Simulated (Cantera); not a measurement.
Charge: 1 mol TiO2, 2.7 mol C, 0.18 mol CO, held at 2173 K and 0.653 Torr.

Cantera equilibrium calculation (NASA polynomials, part measured and part estimated; ideal gas, pure solids and liquids). Candidate condensed phases: C, Ti, TiC, TiO, TiO2, Ti2O3, Ti3O5, Ti4O7; 15 gas species. Mutual solubility and eutectic melting of coexisting phases are not modelled. TiC, TiO: taken at fixed stoichiometry. Condensed phases not in the tables: solid solutions among these carbides, nitrides and lower oxides. Kinetics and transport are ignored.

Base state: CO 0.978, Ti 0.0128, TiO 0.00951, TiO2 1.49e-5 (mole fractions); condensed: TiC(s) + TiO(l).

What changes in the equilibrium state with this change: TiO2 replaced by SiO2?


| species | before | after |
|---|---|---|
| CO | 0.978 | 0.904 |
| Si | 0 | 0.0554 |
| SiO | 0 | 0.0362 |
| Ti | 0.0128 | 0 |
| TiO | 0.00951 | 0 |
| Si2C | 0 | 0.00296 |
| SiC2 | 0 | 0.00161 |
| TiC(s), mol | 0.837 | 0 |
| TiO(l), mol | 0.117 | 0 |
| SiC(s), mol | 0 | 0.770 |
Further candidate phases: Si, SiC, SiO2.
